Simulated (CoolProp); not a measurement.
Saturation properties of toluene.

Model: reference Helmholtz-energy equation of state, Lemmon 2006, in CoolProp. It is a short technical equation, of lower accuracy than the large ones.

| T (°C) | p (kPa) | vapour density (kg/m³) | enthalpy of vaporisation (kJ/kg) |
|---|---|---|---|
| 157.45 | 325.0 | 9.203 | ___ |
| 169.85 | 422.3 | 11.86 | 317.5 |
| 182.25 | 540.2 | 15.11 | 307.0 |
| 194.65 | 681.4 | 19.05 | 295.8 |
| 207.15 | 850.0 | 23.87 | 283.7 |
| 219.55 | 1046 | 29.66 | 270.7 |
| 231.95 | 1275 | 36.71 | 256.6 |
| 244.35 | ___ | 45.35 | 240.9 |
| 256.75 | 1842 | 56.08 | 223.5 |
| 269.15 | 2188 | ___ | 203.6 |
| 281.65 | 2587 | 87.65 | 180.0 |
| 294.05 | 3038 | ___ | 151.2 |

Problem. What belongs in the gaps?

Solution. 
- 157.45, enthalpy of vaporisation (kJ/kg): 327.4
- 244.35, p (kPa): 1539
- 269.15, vapour density (kg/m³): 69.67
- 294.05, vapour density (kg/m³): 112.5

It boils at 110.6 °C under 1 atm.
